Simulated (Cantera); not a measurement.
## Iron carbonyl, mercury and lead vapours: PbO + H2 + N2

Input: 1 mol PbO, 0.84 mol H2, 3.2 mol N2, at 1.00 bar.

Cantera equilibrium calculation (NASA polynomials, part measured and part estimated; ideal gas, pure solids and liquids). Candidate condensed phases: H2O, Pb, PbO, PbO2, Pb3O4; 27 gas species. Each liquid is taken as pure. Mutual solubility and eutectic melting of coexisting phases are not modelled. Gases not in the tables: (PbO)n polymers. Kinetics and transport are ignored.

```
T (°C)   x N2  x H2O      x Pb     x PbO     x H2     x OH     x Pb2  n Pb(l)  n PbO(yellow)  n PbO(l)
------  -----  -----  --------  --------  -------  -------  --------  -------  -------------  --------
800     0.792  0.208   7.31e-5   2.91e-6  3.93e-5  1.74e-9  6.34e-10    0.840          0.160         0
825     0.792  0.208  0.000117   5.86e-6  4.26e-5  3.47e-9   1.39e-9    0.839          0.160         0
850     0.792  0.208  0.000183   1.14e-5  4.61e-5  6.71e-9   2.93e-9    0.839          0.160         0
875     0.792  0.208  0.000280   2.17e-5  4.97e-5  1.26e-8   5.99e-9    0.839          0.160         0
900     0.792  0.208  0.000422   3.86e-5  5.52e-5  2.27e-8   1.19e-8    0.838              0     0.160
925     0.792  0.208  0.000624   6.55e-5  6.26e-5  3.94e-8   2.28e-8    0.837              0     0.160
950     0.791  0.208  0.000908  0.000108  7.07e-5  6.69e-8   4.26e-8    0.836              0     0.160
975     0.791  0.208   0.00130  0.000176  7.95e-5  1.11e-7   7.75e-8    0.834              0     0.160
1000    0.790  0.207   0.00184  0.000280  8.91e-5  1.81e-7   1.38e-7    0.832              0     0.159
1025    0.790  0.207   0.00256  0.000436  9.96e-5  2.88e-7   2.39e-7    0.829              0     0.159
```
x: gas mole fraction; n: condensed amount in mol.

From 800 °C to 875 °C the condensed part is Pb(l) + PbO(yellow). From 900 °C to 1025 °C the condensed part is Pb(l) + PbO(l).
